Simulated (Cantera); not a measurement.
A perfectly stirred reactor is fed with CH4 : CO2 = 1 : 2.7 (molar parts), at 100.0 Torr; it is held at 1800 K, and followed from long to short residence time.

Cantera simulation using GRI-Mech 3.0 (53 species, 325 reactions); the numbers are that mechanism's predictions, not measurements.

x: mole fraction; the columns are a selection and need not sum to one.

| τ (s) | x CH4 | x CO2 | x O2 | x OH | x HO2 | x CH2 | x H |
|---|---|---|---|---|---|---|---|
| 29 | 0.000768 | 0.130 | 1.21e-8 | 2.05e-5 | 3.52e-12 | 5.26e-8 | 0.000328 |
| 5.6 | 0.00293 | 0.135 | 1.18e-8 | 2.09e-5 | 3.67e-12 | 2.10e-7 | 0.000319 |
| 1.1 | (withheld) | (withheld) | (withheld) | (withheld) | 4.61e-12 | (withheld) | (withheld) |
| 0.20 | 0.0202 | 0.247 | 8.02e-9 | 2.59e-5 | 7.46e-12 | 1.55e-6 | 0.000206 |
| 0.038 | (withheld) | (withheld) | (withheld) | (withheld) | 8.32e-12 | 2.17e-6 | (withheld) |
| 0.0073 | 0.144 | 0.603 | 6.99e-10 | 7.62e-6 | 4.40e-12 | 2.20e-6 | 0.000111 |
| 0.0014 | 0.232 | 0.708 | 4.30e-11 | 1.98e-6 | 1.27e-12 | 1.86e-6 | 4.12e-5 |

### Question
What belongs in the gaps?

### Answer

- 1.1, x CH4: 0.00810
- 1.1, x CO2: 0.162
- 1.1, x O2: 1.04e-8
- 1.1, x OH: 2.31e-5
- 1.1, x CH2: 6.48e-7
- 1.1, x H: 0.000287
- 0.038, x CH4: 0.0577
- 0.038, x CO2: 0.410
- 0.038, x O2: 3.78e-9
- 0.038, x OH: 1.89e-5
- 0.038, x H: 0.000143
